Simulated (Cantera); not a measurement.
A diamond (100) surface in a fixed gas of H2 with x(CH4) = 0.0025, x(CH3) = 2.5e-05, at 1325 K, 2100 Pa; coverages are run to steady state.

Detailed kinetics in Cantera: the Harris–Goodwin 1993 mechanism for the reconstructed diamond (100) surface.

One state of this run: growth (µm/h) = 0.0801; θ c6HH = 0.376; θ c6H* = 0.0514; θ c6*H = 0.527; θ c6** = 0.0452. θ: site fractions in the mechanism's names (c6HH fully hydrogenated, c6H* and c6*H radical sites, c6** diradical, c6HM methylated).

Problem. Which value of x(H) does it belong to?
A) 0.0043
B) 0.00045
C) 0.00095
D) 0.0001

Solution. A, 0.0043
